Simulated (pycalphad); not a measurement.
# Phase fractions of Hf-0.9763B (wt.%)

Source of the numbers: pycalphad with the COST 507 light-alloy database (1999); pressure 1 atm. The data set is of 1999 and partly superseded. Phase fractions are per mole of atoms. Kinetics are ignored, which matters at the lower temperatures.

| T (°C) | LIQUID | BCC_A2 | BM | HCP_A3 |
|---|---|---|---|---|
| 1927 | 1.000 | - | - | - |
| 1827 | - | 0.732 | 0.268 | - |
| 1727 | - | - | 0.261 | 0.739 |
| 1627 | - | - | 0.265 | 0.735 |
| 1527 | - | - | 0.268 | 0.732 |
| 1427 | - | - | 0.271 | 0.729 |
| 1327 | - | - | 0.273 | 0.727 |
| 1227 | - | - | 0.275 | 0.725 |
| 1127 | - | - | 0.277 | 0.723 |
| 1027 | - | - | 0.278 | 0.722 |
| 927 | - | - | 0.279 | 0.721 |
| 827 | - | - | 0.279 | 0.721 |
| 727 | - | - | 0.280 | 0.720 |
| 627 | - | - | 0.280 | 0.720 |
| 527 | - | - | 0.280 | 0.720 |
| 427 | - | - | 0.280 | 0.720 |
| 327 | - | - | 0.280 | 0.720 |
| 227 | - | - | 0.280 | 0.720 |

Database names, with the compositions (at.%) that they take in these runs: BM: Hf 50 B 50. BCC_A2 is bcc; HCP_A3 is hcp.
